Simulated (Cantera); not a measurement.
A perfectly stirred reactor is fed with CH4 : N2 = 1 : 3 (molar parts), at 0.000260 bar; it is held at 1975 K, and followed from long to short residence time.

Cantera simulation using GRI-Mech 3.0 (53 species, 325 reactions); the numbers are that mechanism's predictions, not measurements. GRI-Mech 3.0 stops at C3 and has no aromatics, soot or wall deposition, so with more carbon than oxygen in the feed, carbon stays in small species such as C2H2 where larger ones or solid carbon would form. Radical loss at walls, strong at low pressure, is not modelled.

What does this change do: temperature 1975 to 1675 K?


```csv
quantity,before,after
x(CH4) at τ = 0.720 s,0.106,0.247
x(C2H4) at τ = 0.720 s,0.00413,0.000614
x(C2H6) at τ = 0.720 s,1.02e-5,7.35e-7
x(C2H) at τ = 0.720 s,3.51e-6,8.76e-10
x(HCN) at τ = 0.720 s,3.34e-6,5.81e-11
x(CH4) at τ = 10.0 ms,0.249,0.250
x(C2H4) at τ = 10.0 ms,6.42e-6,1.85e-9
x(C2H6) at τ = 10.0 ms,2.13e-8,2.60e-11
x(C2H) at τ = 10.0 ms,3.24e-11,<1e-12
x(HCN) at τ = 10.0 ms,2.00e-11,<1e-12
```
